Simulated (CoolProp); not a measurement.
Acetone along the isobar 2300 kPa: density (kg/m³) from the reference equation and from simpler models built on Tc = 508.1 K, pc = 4692 kPa, ω = 0.307; each cubic takes its own stable root.

Model: reference Helmholtz-energy equation of state, Lemmon 2006, in CoolProp. It is a short technical equation, of lower accuracy than the large ones.

```csv
T (K),phase,reference,van der Waals,Redlich-Kwong,Soave-Redlich-Kwong,Peng-Robinson
334.8,liquid,745.3,385.4,560.6,584.6,660.3
349.2,liquid,728.0,376.9,[?],570.9,645.3
363.5,liquid,710.2,367.9,530.3,556.2,629.2
377.9,liquid,691.4,358.2,513.5,540.1,611.5
392.2,liquid,671.7,347.6,495.6,522.7,592.2
406.5,liquid,650.6,335.8,476.0,503.5,570.7
420.9,liquid,627.6,322.2,454.1,481.9,546.4
435.2,liquid,602.3,51.41,429.4,457.4,518.7
449.6,liquid,573.2,47.68,400.0,428.4,485.7
463.9,gas,53.71,44.71,47.51,[?],50.23
478.3,gas,47.64,42.21,[?],44.82,45.96
492.6,gas,43.64,40.07,41.48,41.74,42.74
507,gas,40.63,38.20,39.22,39.24,40.11
521.3,gas,38.25,36.55,37.30,37.15,37.93
535.7,gas,36.25,35.06,35.61,35.35,36.05
550,gas,34.56,33.72,34.12,33.79,34.43
```

**Question.** Some entries are withheld; supply them.

**Answer.** 
- 349.2, Redlich-Kwong: 545.9
- 463.9, Soave-Redlich-Kwong: 48.86
- 478.3, Redlich-Kwong: 44.16

At some of these states van der Waals gives the other phase, because its saturation line lies elsewhere.
